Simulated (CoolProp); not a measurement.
Computed with CoolProp (reference Helmholtz-energy equation of state, Wagner 2002).

Problem. For water, give the phase and the Joule-Thomson coefficient (K/MPa), expansivity (1/kK), fugacity coefficient at 335.35 °C and 27.1 MPa; 340.45 °C and 27.1 MPa.

Solution. 
- 335.35 °C and 27.1 MPa: liquid; Joule-Thomson coefficient 0.301, expansivity 3.63, fugacity coefficient 0.397
- 340.45 °C and 27.1 MPa: liquid; Joule-Thomson coefficient 0.348, expansivity 3.95, fugacity coefficient 0.416
